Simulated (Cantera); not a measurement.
Si3N4 + HF + N2 (nitride etching)

A closed system holds: 1 mol Si3N4, a varied amount of HF, 0.89 mol N2, held at 15.0 Pa.

Cantera equilibrium calculation (NASA polynomials, part measured and part estimated; ideal gas, pure solids and liquids). Candidate condensed phases: Si, Si3N4; 37 gas species. The tables' values for SiF2, SiF3 are old estimates. Rates play no part.

Stable condensed phases:

```
T in °C \ n(HF) in mol
           6 7.2 8.6  10  12  15  18  21  25  30  36
   1775    A   A   A   A   A   A   A   A   A   A   A
   1700    A   A   A   A   A   A   A   A   A   A   A
   1625    A   A   A   A   A   A   A   A   A   A   A
   1550    A   A   A   A   A   A   A   A   A   A   A
   1475    B   A   A   A   A   A   A   A   A   A   A
   1400    B   A   A   A   A   A   A   A   A   A   A
   1325    B   B   A   A   A   A   A   A   A   A   A
   1250    B   B   A   A   A   A   A   A   A   A   A
   1175    C   C   C   A   A   A   A   A   A   A   A
```

A: gas only; B: Si; C: Si3N4.
